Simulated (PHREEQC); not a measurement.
1 kg of water holding 0.0059 mol/kgw CaCl2, 0.14 mol/kgw MgCl2, 0.006 mol/kgw KCl, 0.029 mol/kgw SrCl2 and 0.059 mol/kgw NaCl is evaporated at 20 °C; the solids stay in contact with the brine. The system is closed to CO2. Only these solids could form: Bischofite, Brucite, Carnallite, Halite, Portlandite, Sylvite, MgCl2_4H2O.

Equilibrium calculation in PHREEQC: Pitzer model, pitzer.dat.

Task: Predict ionic strength, water activity at water left (kg) = 0.4563, 0.1711, 0.1407, 0.1156, 0.03551.

Result: 
```csv
water left (kg),ionic strength,water activity
0.4563,1.29,0.976
0.1711,3.45,0.924
0.1407,4.19,0.902
0.1156,5.10,0.872
0.03551,15.0,0.443
```

Species that the database lacks are ignored.
